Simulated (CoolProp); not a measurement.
Vapour-liquid equilibrium of R152A (1) + isobutene (2) at 343.9 K; x and y are mole fractions of (1).

Model: multi-fluid Helmholtz-energy mixture model, Outcalt 1996 and Lemmon 2005; pair parameters Bell 2016, in CoolProp.

```csv
x,"bubble pressure, mixture model (MPa)","bubble pressure, Raoult's law (MPa)","y, mixture model","y, Raoult's law"
0.05,1.118,1.047,0.125,0.092
0.125,1.268,1.116,0.259,0.215
0.2,1.394,1.184,0.357,0.324
0.275,1.500,1.253,0.435,0.421
0.35,1.590,1.322,0.499,0.508
0.425,1.668,1.391,0.556,0.586
0.5,1.735,1.460,0.609,0.657
0.575,1.792,1.528,0.660,0.722
0.65,1.840,1.597,0.711,0.781
0.725,1.878,1.666,0.764,0.835
0.8,1.907,1.735,0.820,0.885
0.875,1.923,1.803,0.880,0.931
0.95,1.926,1.872,0.949,0.973
```

The largest gap from Raoult's law is +20.3 % in bubble pressure, at x = 0.35. y crosses x between x = 0.875 and 0.95: the model has an azeotrope there.

Pair parameters are fitted to limited data, so mixtures are less certain than the pure fluids.
